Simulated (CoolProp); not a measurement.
Vapour-liquid equilibrium of carbon dioxide (1) + n-butane (2) at 253 K; x and y are mole fractions of (1).

Model: multi-fluid Helmholtz-energy mixture model, Span 1996 and Bücker 2006; pair parameters Kunz 2012, in CoolProp.

| x | bubble pressure (kPa) | y at the bubble point | dew pressure at overall composition x (kPa) | liquid density (mol/L) |
|---|---|---|---|---|
| 0.05 | 234.8 | 0.807 | 47.31 | 10.74 |
| 0.2 | 754.1 | 0.939 | 56.31 | 11.17 |
| 0.35 | 1109 | 0.959 | 69.46 | 12.03 |
| 0.5 | 1323 | 0.967 | 90.46 | 13.37 |
| 0.65 | 1477 | 0.973 | 129.4 | 15.29 |
| 0.8 | 1639 | 0.980 | 227.1 | 18.02 |
| 0.95 | 1862 | 0.993 | 912.7 | 21.86 |

No azeotrope shows between x = 0.05 and 0.95.

Pair parameters are fitted to limited data, so mixtures are less certain than the pure fluids. With so large a gap from Raoult's law the liquid may split in two, which this calculation doesn't test in full.
